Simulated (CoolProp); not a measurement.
Saturated liquid density (kg/m³) of sulfur dioxide: the reference equation beside estimates from Tc = 157.5 °C, pc = 7.887 MPa, ω = 0.256. Rackett uses Z = 0.29056 − 0.08775 ω.

The numbers come from the reference Helmholtz-energy equation of state, Gao 2016 in CoolProp.

```csv
T (°C),reference,Rackett,van der Waals,Redlich-Kwong,Soave-Redlich-Kwong,Peng-Robinson
-18.45,1484,1459,874.9,1289,1327,1498
-7.45,1455,1432,859.6,1263,1304,1472
3.55,1426,1404,843.7,1235,1278,1445
14.55,1396,1376,827.2,1206,1251,1416
25.55,1365,1346,809.9,1176,1223,1384
36.55,1334,1315,791.7,1143,1192,1350
47.55,1301,1283,772.6,1109,1159,1314
58.55,1266,1250,752.4,1073,1124,1275
69.55,1230,1215,730.9,1034,1085,1232
```

Absolute difference from the reference over all 9 rows, mean and median: Rackett 1.4 and 1.4 %, van der Waals 40.7 and 40.7 %, Redlich-Kwong 14.2 and 13.8 %, Soave-Redlich-Kwong 10.7 and 10.6 %, Peng-Robinson 1.0 and 1.2 %.
